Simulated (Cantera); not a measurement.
A closed system holds: 1 mol n-butane, 77 mol H₂, 0.19 mol NH₃, at 2250 K and 22.0 Pa.

These are equilibrium values from Cantera (NASA tables, ideal gas, pure condensed phases), not measurements of a reactor. Candidate condensed phases: C, C₆H₆, C₇H₈, C₈H₁₈; 92 gas species. The numbers say what is thermodynamically allowed, not how fast it happens.

Base state: H₂ 0.607, H 0.390, C₂H₂ (acetylene) 0.00203, HCN 0.000654, N₂ 0.000565, HNC 5.56e-5, C₂H 5.18e-5, C₃ 2.95e-5 (mole fractions); condensed: C(graphite).

Task: What changes in the equilibrium state with this change: temperature from 2250 K to 1223 K?

Result: 
```tsv
species	before	after
H₂	0.607	0.999
N₂	0.000565	0.00115
H	0.390	2.03e-5
C₂H₂ (acetylene)	0.00203	1.56e-7
C₂H	5.18e-5	<1e-9
C₃	2.95e-5	<1e-9
C	1.66e-5	<1e-9
CN	1.64e-5	<1e-9
HNC	5.56e-5	1.82e-8
C(graphite), mol	3.49	4.00
```

Task: What changes in the equilibrium state with this change: pressure from 22.0 Pa to 10.0 mbar?

Result: 
| species | before | after |
|---|---|---|
| H₂ | 0.607 | 0.924 |
| H | 0.390 | 0.0714 |
| C₂H₂ (acetylene) | 0.00203 | 0.00309 |
| C | 1.66e-5 | 3.64e-7 |
| C₃ | 2.95e-5 | 6.50e-7 |
| CN | 1.64e-5 | 2.59e-6 |
| C₂H | 5.18e-5 | 9.48e-6 |
| C(graphite), mol | 3.49 | 3.39 |
